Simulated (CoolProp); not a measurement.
The numbers come from the reference Helmholtz-energy equation of state, de Reuck 1990 in CoolProp.

**Question.** For fluorine, give the phase and the Joule-Thomson coefficient (K/MPa) at -156.65 °C and 0.101 MPa; -86.45 °C and 0.101 MPa.

**Answer.** 
- -156.65 °C and 0.101 MPa: gas; Joule-Thomson coefficient 12.8
- -86.45 °C and 0.101 MPa: gas; Joule-Thomson coefficient 4.73
